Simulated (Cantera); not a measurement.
A freely propagating, adiabatic, planar premixed flame of H2 : O2 : N2 = 1 : 0.185 : 0.796 (molar parts), equivalence ratio 2.7, unburnt at 425 K and 5.20 bar; mixture-averaged transport, grid criteria slope 0.08 and curve 0.16, no radiation.

Model: the H2/O2 subset of GRI-Mech 3.0, which has no nitrogen chemistry, integrated in Cantera. The hydrogen kinetics of GRI-Mech 3.0 are dated; newer H2 mechanisms differ, most at raised pressure. Burning velocities carry a grid error of a few per cent, more on coarse grids.

x: mole fraction of selected species; z is measured from the peak of heat release.

```tsv
z (mm)	T (K)	u (m/s)	x H2	x O2	x H2O	x H2O2	x O	x OH
-0.168	425	3.37	0.505	0.0934	1.37e-8	<1e-8	<1e-8	<1e-8
-0.112	425	3.37	0.505	0.0934	4.42e-7	<1e-8	<1e-8	<1e-8
-0.0840	426	3.38	0.504	0.0935	4.58e-6	3.00e-8	<1e-8	<1e-8
-0.0560	432	3.41	0.502	0.0938	7.49e-5	6.24e-7	6.78e-8	<1e-8
-0.0280	551	4.23	0.484	0.0946	0.00568	4.93e-5	7.58e-6	3.45e-5
-0.0140	853	6.36	0.450	0.0842	0.0357	8.21e-5	0.000109	0.000419
0	1197	8.77	0.406	0.0601	0.0885	2.78e-5	0.000457	0.000637
0.0140	1436	10.5	0.367	0.0324	0.142	4.20e-6	0.000660	0.000909
0.0280	1568	11.4	0.345	[?]	[?]	[?]	[?]	0.000955
0.0560	1677	12.2	0.333	0.00237	0.199	3.98e-7	0.000124	0.000855
0.112	1750	12.7	0.335	[?]	0.204	[?]	[?]	[?]
0.224	1806	13.0	0.339	6.19e-6	0.205	5.54e-8	1.49e-5	0.000513
0.448	1844	13.3	0.343	1.58e-6	0.206	2.16e-8	5.32e-6	0.000322
```

Task: What belongs in the gaps?

Result: 
- 0.0280, x O2: 0.0142
- 0.0280, x H2O: 0.176
- 0.0280, x H2O2: 1.30e-6
- 0.0280, x O: 0.000449
- 0.112, x O2: 0.000138
- 0.112, x H2O2: 1.33e-7
- 0.112, x O: 3.64e-5
- 0.112, x OH: 0.000714
